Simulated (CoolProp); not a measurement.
A simple Rankine cycle with dimethyl ether: condensing at 315.15 K, boiler at 2.32 MPa, turbine inlet 360.1 K, turbine efficiency 0.9, pump efficiency 0.6, no recuperator. Each further row changes one setting.

Model: reference Helmholtz-energy equation of state, Wu 2011, in CoolProp.

```csv
case,thermal efficiency (%),net work (kJ/kg),heat in (kJ/kg),turbine exit temperature (K),volume ratio over the turbine
as stated,8.6,35.0,409,315.3,2.53
turbine inlet 380.1 K,8.8,…,…,337.4,…
condensing temperature 307.15 K,…,43.6,429,307.1,3.10
boiler pressure 1.62 MPa,5.6,24.4,435,335.3,1.71
turbine efficiency 0.8,7.5,30.7,409,…,…
```

Task: Complete the blanks.

Result: 
- turbine inlet 380.1 K, net work (kJ/kg): 40.1
- turbine inlet 380.1 K, heat in (kJ/kg): 454
- turbine inlet 380.1 K, volume ratio over the turbine: 2.46
- condensing temperature 307.15 K, thermal efficiency (%): 10.2
- turbine efficiency 0.8, turbine exit temperature (K): 317.6
- turbine efficiency 0.8, volume ratio over the turbine: 2.56

The expansion ends wet for: condensing temperature 307.15 K.
